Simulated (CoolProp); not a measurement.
Methane along the isobar 4090 kPa: density (kg/m³) from the reference equation and from simpler models built on Tc = -82.6 °C, pc = 4599 kPa, ω = 0.011; each cubic takes its own stable root.

Values from CoolProp's reference Helmholtz-energy equation of state, Setzmann 1991.

```
T (°C)   phase  reference  van der Waals  Soave-Redlich-Kwong
------  ------  ---------  -------------  -------------------
-95.25  liquid      294.6            ___                264.8
-76.25     gas      62.36          60.34                62.32
-57.25     gas      47.78          47.78                47.83
-38.25     gas      40.42          40.82                40.42
-19.25     gas      35.56            ___                  ___
-0.25      gas      31.99            ___                31.92
18.75      gas        ___            ___                  ___
37.65      gas      26.95          27.38                26.85
56.65      gas      25.06          25.45                24.96
75.65      gas      23.44          23.81                23.34
94.65      gas      22.05          22.38                21.95
```

Q: Complete the blanks.

A: 
- -95.25, van der Waals: 200.9
- -19.25, van der Waals: 36.06
- -19.25, Soave-Redlich-Kwong: 35.52
- -0.25, van der Waals: 32.49
- 18.75, reference: 29.20
- 18.75, van der Waals: 29.68
- 18.75, Soave-Redlich-Kwong: 29.11
